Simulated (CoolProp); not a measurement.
Vapour pressure (bar) of R134a: the reference equation beside estimates from Tc = 374.2 K, pc = 40.59 bar, ω = 0.327. Clausius-Clapeyron is anchored at 234.5 K with a constant enthalpy of vaporisation of 22.96 kJ/mol.

Values from CoolProp's reference Helmholtz-energy equation of state, Tillner-Roth 1994.

```json
[
 {"T (K)": "177.2", "reference": "0.008533", "Lee-Kesler": "0.007999", "Clausius-Clapeyron": "0.01220", "van der Waals": "0.7732", "Redlich-Kwong": "0.04172", "Soave-Redlich-Kwong": "0.008278"},
 {"T (K)": "191.5", "reference": "0.03200", "Lee-Kesler": "0.03025", "Clausius-Clapeyron": "0.03905", "van der Waals": "1.318", "Redlich-Kwong": "0.1258", "Soave-Redlich-Kwong": "0.03108"},
 {"T (K)": "205.8", "reference": "0.09657", "Lee-Kesler": "0.09246", "Clausius-Clapeyron": "0.1063", "van der Waals": "2.093", "Redlich-Kwong": "0.3129", "Soave-Redlich-Kwong": "0.09422"},
 {"T (K)": "220.2", "reference": "0.2473", "Lee-Kesler": "0.2400", "Clausius-Clapeyron": "0.2557", "van der Waals": "3.149", "Redlich-Kwong": "0.6755", "Soave-Redlich-Kwong": "0.2427"},
 {"T (K)": "234.5", "reference": "0.5494", "Lee-Kesler": "0.5401", "Clausius-Clapeyron": "0.5494", "van der Waals": "4.511", "Redlich-Kwong": "1.293", "Soave-Redlich-Kwong": "0.5428"},
 {"T (K)": "248.8", "reference": "1.096", "Lee-Kesler": "1.088", "Clausius-Clapeyron": "1.081", "van der Waals": "6.224", "Redlich-Kwong": "2.263", "Soave-Redlich-Kwong": "1.089"},
 {"T (K)": "263.2", "reference": "2.010", "Lee-Kesler": "2.011", "Clausius-Clapeyron": "1.984", "van der Waals": "8.337", "Redlich-Kwong": "3.695", "Soave-Redlich-Kwong": "2.009"},
 {"T (K)": "277.5", "reference": "3.418", "Lee-Kesler": "3.435", "Clausius-Clapeyron": "3.407", "van der Waals": "10.85", "Redlich-Kwong": "5.671", "Soave-Redlich-Kwong": "3.434"},
 {"T (K)": "291.8", "reference": "5.482", "Lee-Kesler": "5.517", "Clausius-Clapeyron": "5.548", "van der Waals": "13.81", "Redlich-Kwong": "8.297", "Soave-Redlich-Kwong": "5.532"},
 {"T (K)": "306.1", "reference": "8.376", "Lee-Kesler": "8.426", "Clausius-Clapeyron": "8.632", "van der Waals": "17.23", "Redlich-Kwong": "11.67", "Soave-Redlich-Kwong": "8.482"},
 {"T (K)": "320.5", "reference": "12.32", "Lee-Kesler": "12.38", "Clausius-Clapeyron": "12.95", "van der Waals": "21.18", "Redlich-Kwong": "15.91", "Soave-Redlich-Kwong": "12.51"},
 {"T (K)": "334.8", "reference": "17.48", "Lee-Kesler": "17.53", "Clausius-Clapeyron": "18.71", "van der Waals": "25.61", "Redlich-Kwong": "21.04", "Soave-Redlich-Kwong": "17.77"}
]
```

Absolute difference from the reference over all 12 rows, mean and median: Lee-Kesler 2.0 and 0.7 %, Clausius-Clapeyron 8.2 and 3.2 %, van der Waals 1526.5 and 391.3 %, Redlich-Kwong 134.2 and 95.2 %, Soave-Redlich-Kwong 1.5 and 1.4 %.
